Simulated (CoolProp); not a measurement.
Computed with CoolProp (reference Helmholtz-energy equation of state, Gao 2022).

### Question
For n-perfluorohexane, give the phase and the cv (kJ/(kg K)) at 82.55 °C and 0.04 MPa; -39.95 °C and 0.453 MPa; 71.95 °C and 5.77 MPa.

### Answer
- 82.55 °C and 0.04 MPa: gas; cv 0.876
- -39.95 °C and 0.453 MPa: liquid; cv 0.752
- 71.95 °C and 5.77 MPa: liquid; cv 0.913
